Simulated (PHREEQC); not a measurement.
Dissolve 22 mmol/kgw CaCl2, 3.6 mmol/kgw CO2 and 2.5 mmol/kgw KCl at 37 °C. Closed to the air; pH follows from the charge balance.

All values are PHREEQC results (ion-association model, phreeqc.dat), not measurements.

Task: The ionic strength comes out as 0.0685 mol/kgw. What activity coefficients do H+, Ca+2, HCO3-, Cl-, K+ get?

Result: H+ 0.84, Ca+2 0.43, HCO3- 0.81, Cl- 0.79, K+ 0.79.

This is a speciation only: nothing precipitates in the calculation. Away from 25 °C the constants follow the database's enthalpies or fits; those with neither stay at their 25 °C values.
